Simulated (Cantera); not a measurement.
Feed: 1 mol PH3, 4.4 mol O2, at 2998 K and 100 Torr.

These are equilibrium values from Cantera (NASA tables, ideal gas, pure condensed phases), not measurements of a reactor. Candidate condensed phases: H2O, P, P4O10; 17 gas species. Gases not in the tables: HPO2, HPO3 and P4O6. Equilibrium is a limit: real reactors are often held back by kinetics, nucleation or transport.

Base state: O2 0.342, O 0.180, PO2 0.122, H2O 0.120, OH 0.108, H 0.0681, PO 0.0334, H2 0.0251 (mole fractions); condensed: gas only.

Problem. What changes in the equilibrium state with this change: O2 from 4.4 to 0.18 mol?

Solution. 
| species | before | after |
|---|---|---|
| H2 | 0.0251 | 0.427 |
| H | 0.0681 | 0.281 |
| PO | 0.0334 | 0.127 |
| O2 | 0.342 | 3.06e-6 |
| P2 | 6.08e-8 | 0.0991 |
| P | 4.18e-5 | 0.0533 |
| O | 0.180 | 0.000538 |
| PO2 | 0.122 | 0.00140 |
| OH | 0.108 | 0.00133 |
| H2O | 0.120 | 0.00612 |
| HO2 | 4.05e-5 | 1.49e-9 |
| PH | 6.33e-7 | 0.00333 |
